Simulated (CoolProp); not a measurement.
Properties of carbonyl sulfide along the isotherm 620 K.

Computed with CoolProp (reference Helmholtz-energy equation of state, Lemmon 2006). It is a short technical equation, of lower accuracy than the large ones.

| p (MPa) | phase | Z | isothermal compressibility (1/MPa) | expansivity (1/kK) |
|---|---|---|---|---|
| 3.98 | gas | ___ | 0.2606 | 1.884 |
| 7.96 | supercritical | 0.9290 | 0.1340 | ___ |
| 11.9 | supercritical | ___ | 0.09090 | 2.459 |
| 15.9 | supercritical | 0.8805 | ___ | 2.701 |
| 19.9 | supercritical | 0.8684 | ___ | ___ |
| 23.9 | supercritical | 0.8654 | 0.04135 | 2.912 |
| 27.9 | supercritical | 0.8715 | 0.03292 | 2.871 |
| 31.8 | supercritical | 0.8849 | 0.02659 | 2.765 |

Q: Fill in the missing entries.

A: 
- 3.98, Z: 0.9624
- 7.96, expansivity (1/kK): 2.176
- 11.9, Z: 0.9014
- 15.9, isothermal compressibility (1/MPa): 0.06763
- 19.9, isothermal compressibility (1/MPa): 0.05243
- 19.9, expansivity (1/kK): 2.858
